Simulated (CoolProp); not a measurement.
Vapour-liquid equilibrium of R134a (1) + cyclopropane (2) at 17 bar; x and y are mole fractions of (1).

Values from CoolProp's multi-fluid Helmholtz-energy mixture model, Tillner-Roth 1994 and Polt 1992; pair parameters Bell 2016. This equation is an older, rougher fit; its heat capacities, sound speeds and derivatives of the liquid may be far off and weren't checked against measurements.

| x | bubble temperature, mixture model (K) | bubble temperature, Raoult's law (K) | y, mixture model | y, Raoult's law |
|---|---|---|---|---|
| 0.05 | 330.1 | 333.6 | ? | 0.050 |
| 0.2 | ? | 333.6 | ? | 0.200 |
| 0.35 | 322.2 | 333.6 | 0.397 | 0.350 |
| 0.5 | ? | 333.6 | 0.487 | 0.500 |
| 0.65 | 322.8 | 333.6 | ? | 0.650 |
| 0.8 | 325.6 | 333.6 | 0.716 | 0.800 |
| 0.95 | 331.0 | 333.6 | ? | 0.950 |

Question: Fill in the missing entries.

Answer: 
- 0.05, y, mixture model: 0.100
- 0.2, bubble temperature, mixture model (K): 324.3
- 0.2, y, mixture model: 0.287
- 0.5, bubble temperature, mixture model (K): 321.8
- 0.65, y, mixture model: 0.584
- 0.95, y, mixture model: 0.913

The largest gap from Raoult's law is -11.8 K in bubble temperature, at x = 0.5. y crosses x between x = 0.35 and 0.5: the model has an azeotrope there.

Pair parameters are fitted to limited data, so mixtures are less certain than the pure fluids.
